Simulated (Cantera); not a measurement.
# Equilibrium for silicon epitaxy and polysilicon growth: SiHCl3 + Cl2 + H2

Input: 1 mol SiHCl3, 0.029 mol Cl2, 8.7 mol H2, at 36000 Pa.

Method: chemical equilibrium by Gibbs-energy minimisation in Cantera with the NASA 1993 tables (ideal gas, pure condensed phases). Candidate condensed phases: Si; 19 gas species. The tables' values for SiCl3, SiCl are old estimates; treat these amounts as uncertain. Gases not in the tables: Si2H6 and higher silanes. The numbers say what is thermodynamically allowed, not how fast it happens.

From 650 °C to 1400 °C the condensed part is Si(s). At 1475 °C the condensed part is Si(l). The main Si-bearing gas is SiCl4 at 650 °C and SiCl2 at 1475 °C. The share of Si in condensed phases is highest at 1025 °C (26.9 %) and lowest at 650 °C (17.4 %).

```json
[
 {"T (°C)": "650", "x H2": "0.910", "x HCl": "0.00628", "x SiCl2": "6.23e-5", "x SiCl4": "0.0538", "x SiHCl3": "0.0278", "x SiCl3": "0.000289", "x SiH2Cl2": "0.00141", "n Si(s)": "0.174", "n Si(l)": "0"},
 {"T (°C)": "725", "x H2": "0.906", "x HCl": "0.0124", "x SiCl2": "0.000289", "x SiCl4": "0.0526", "x SiHCl3": "0.0265", "x SiCl3": "0.000788", "x SiH2Cl2": "0.00144", "n Si(s)": "0.190", "n Si(l)": "0"},
 {"T (°C)": "800", "x H2": "0.899", "x HCl": "0.0221", "x SiCl2": "0.00106", "x SiCl4": "0.0500", "x SiHCl3": "0.0248", "x SiCl3": "0.00182", "x SiH2Cl2": "0.00144", "n Si(s)": "0.212", "n Si(l)": "0"},
 {"T (°C)": "875", "x H2": "0.888", "x HCl": "0.0359", "x SiCl2": "0.00319", "x SiCl4": "0.0454", "x SiHCl3": "0.0225", "x SiCl3": "0.00362", "x SiH2Cl2": "0.00140", "n Si(s)": "0.237", "n Si(l)": "0"},
 {"T (°C)": "950", "x H2": "0.873", "x HCl": "0.0536", "x SiCl2": "0.00799", "x SiCl4": "0.0385", "x SiHCl3": "0.0194", "x SiCl3": "0.00621", "x SiH2Cl2": "0.00130", "n Si(s)": "0.259", "n Si(l)": "0"},
 {"T (°C)": "1025", "x H2": "0.855", "x HCl": "0.0735", "x SiCl2": "0.0168", "x SiCl4": "0.0292", "x SiHCl3": "0.0153", "x SiCl3": "0.00906", "x SiH2Cl2": "0.00113", "n Si(s)": "0.269", "n Si(l)": "0"},
 {"T (°C)": "1100", "x H2": "0.836", "x HCl": "0.0928", "x SiCl2": "0.0297", "x SiCl4": "0.0190", "x SiHCl3": "0.0108", "x SiCl3": "0.0110", "x SiH2Cl2": "0.000910", "n Si(s)": "0.261", "n Si(l)": "0"},
 {"T (°C)": "1175", "x H2": "0.819", "x HCl": "0.108", "x SiCl2": "0.0439", "x SiCl4": "0.0103", "x SiHCl3": "0.00667", "x SiCl3": "0.0111", "x SiH2Cl2": "0.000669", "n Si(s)": "0.238", "n Si(l)": "0"},
 {"T (°C)": "1250", "x H2": "0.808", "x HCl": "0.118", "x SiCl2": "0.0559", "x SiCl4": "0.00477", "x SiHCl3": "0.00368", "x SiCl3": "0.00945", "x SiH2Cl2": "0.000457", "n Si(s)": "0.213", "n Si(l)": "0"},
 {"T (°C)": "1325", "x H2": "0.802", "x HCl": "0.122", "x SiCl2": "0.0643", "x SiCl4": "0.00204", "x SiHCl3": "0.00192", "x SiCl3": "0.00727", "x SiH2Cl2": "0.000301", "n Si(s)": "0.193", "n Si(l)": "0"},
 {"T (°C)": "1400", "x H2": "0.799", "x HCl": "0.124", "x SiCl2": "0.0696", "x SiCl4": "0.000859", "x SiHCl3": "0.000991", "x SiCl3": "0.00535", "x SiH2Cl2": "0.000197", "n Si(s)": "0.177", "n Si(l)": "0"},
 {"T (°C)": "1475", "x H2": "0.794", "x HCl": "0.130", "x SiCl2": "0.0705", "x SiCl4": "0.000391", "x SiHCl3": "0.000527", "x SiCl3": "0.00393", "x SiH2Cl2": "0.000126", "n Si(s)": "0", "n Si(l)": "0.192"}
]
```
x: gas mole fraction; n: condensed amount in mol.
